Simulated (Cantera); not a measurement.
Input: 1 mol TEOS, 8.4 mol O3, 0.15 mol H2, equilibrated at 1625 K and 0.133 bar.

These are equilibrium values from Cantera (NASA tables, ideal gas, pure condensed phases), not measurements of a reactor. Candidate condensed phases: C, C6H6, C7H8, C8H18, H2O, Si, SiC, SiO2; 123 gas species. The feed counts by its element totals alone. The tables hold silica as quartz up to 1696 K and as liquid above; real silica turns to tridymite and cristobalite and melts near 1996 K. Gases not in the tables: Si(OH)4. Equilibrium is a limit: real reactors are often held back by kinetics, nucleation or transport.

Base state: H2O 0.543, CO2 0.428, O2 0.0281, OH 0.000498, CO 0.000193, H2 7.86e-5 (mole fractions); condensed: SiO2(β-quartz).

Q: What changes in the equilibrium state with this change: temperature from 1625 K to 1998 K?

A: 
| species | before | after |
|---|---|---|
| H2O | 0.543 | 0.535 |
| CO2 | 0.428 | 0.417 |
| O2 | 0.0281 | 0.0319 |
| CO | 0.000193 | 0.00832 |
| H | 1.71e-6 | 0.000212 |
| O | 8.94e-6 | 0.000322 |
| H2 | 7.86e-5 | 0.00233 |
| OH | 0.000498 | 0.00484 |
| SiO2(β-quartz), mol | 1.00 | 0 |
| SiO2(l), mol | 0 | 1.000 |
